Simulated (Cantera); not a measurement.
A closed system holds: 1 mol Si2Cl6, 0.026 mol Cl2, 67 mol N2, at 4.80 mbar.

These are equilibrium values from Cantera (NASA tables, ideal gas, pure condensed phases), not measurements of a reactor. Candidate condensed phases: Si, Si3N4; 13 gas species. The feed counts by its element totals alone. N2 is the only nitrogen source here; it is nearly inert below about 1500 K, so the nitride shown seldom forms there in practice. Rates play no part.

Q: What share of the Si ends up in condensed phases as a function of T (K), at 1050, 1075, 1100, 1125, 1150, 1175, 1200, 1225, 1250, 1275, 1300?

A: 
```json
[
 {"T (K)": "1050", "Si condensed (%)": "24.2", "as": "Si3N4(s)"},
 {"T (K)": "1075", "Si condensed (%)": "24.1", "as": "Si3N4(s)"},
 {"T (K)": "1100", "Si condensed (%)": "24.0", "as": "Si3N4(s)"},
 {"T (K)": "1125", "Si condensed (%)": "23.8", "as": "Si3N4(s)"},
 {"T (K)": "1150", "Si condensed (%)": "23.4", "as": "Si3N4(s)"},
 {"T (K)": "1175", "Si condensed (%)": "22.9", "as": "Si3N4(s)"},
 {"T (K)": "1200", "Si condensed (%)": "22.1", "as": "Si3N4(s)"},
 {"T (K)": "1225", "Si condensed (%)": "20.8", "as": "Si3N4(s)"},
 {"T (K)": "1250", "Si condensed (%)": "18.8", "as": "Si3N4(s)"},
 {"T (K)": "1275", "Si condensed (%)": "16.0", "as": "Si3N4(s)"},
 {"T (K)": "1300", "Si condensed (%)": "12.0", "as": "Si3N4(s)"}
]
```
